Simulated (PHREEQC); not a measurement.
A column of 0.1 m (40 cells, dispersivity 0.005 m, 720 s a shift, diffusion coefficient 3e-10 m²/s) holds 0.00068 eq of the database's cation exchanger X per kg of pore water, first in equilibrium with 0.0015 mol ZnSO4, 0.0086 mol LiCl and 1e-05 mol HCl per kg of water. It is flushed with 0.00045 mol/kgw CdCl2 and 1e-05 mol/kgw HCl, at 25 °C. Values are for the last cell. CO2 from the air is kept out. Precipitation was switched off in this run.

Base run: PHREEQC, ion-association model, phreeqc.dat. Each further column changes one thing. The table gives Cd in solution (mol/kgw).

```tsv
pore volumes	base	exchange capacity from 0.00068 to 0.00034 eq/kgw	dispersivity from 0.005 to 0.01 m
0	0	0	0
0.2625	9.25e-11	3.33e-10	…
0.6375	1.19e-5	2.26e-5	…
0.8875	5.39e-5	9.90e-5	…
1.262	0.000121	0.000214	0.000165
1.512	0.000173	0.000282	0.000207
1.887	0.000268	…	0.000271
2.138	0.000326	0.000405	…
2.513	0.000387	0.000434	…
2.763	0.000412	0.000442	…
3.138	0.000433	0.000448	0.000411
3.388	0.000440	0.000449	0.000423
3.763	0.000446	0.000450	0.000434
4.013	0.000448	0.000450	0.000439
```

Problem. Some entries are withheld; supply them.

Solution. 
- 0.2625, dispersivity from 0.005 to 0.01 m: 7.84e-8
- 0.6375, dispersivity from 0.005 to 0.01 m: 3.69e-5
- 0.8875, dispersivity from 0.005 to 0.01 m: 9.33e-5
- 1.887, exchange capacity from 0.00068 to 0.00034 eq/kgw: 0.000368
- 2.138, dispersivity from 0.005 to 0.01 m: 0.000311
- 2.513, dispersivity from 0.005 to 0.01 m: 0.000361
- 2.763, dispersivity from 0.005 to 0.01 m: 0.000385
